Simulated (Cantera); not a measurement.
Mixture: H2 : O2 : N2 = 1 : 0.312 : 1.17 (molar parts), at 8.50 bar, adiabatic and at constant volume. Ignition delay is the time to a rise of 400 K.

Model: GRI-Mech 3.0 (53 species, 325 reactions), integrated in Cantera. The hydrogen kinetics of GRI-Mech 3.0 are dated; newer H2 mechanisms differ, most at raised pressure.

Question: Predict: delay at 1000 K; delay at 1100 K; delay at 1200 K; delay at 1300 K; delay at 1400 K; apparent activation energy between 1350 and 1450 K.

Answer: 
```json
{
  "delay at 1000 K": "7.11 ms",
  "delay at 1100 K": "0.696 ms",
  "delay at 1200 K": "40.5 µs",
  "delay at 1300 K": "5.27 µs",
  "delay at 1400 K": "2.61 µs",
  "apparent activation energy between 1350 and 1450 K": "88 kJ/mol"
}
```
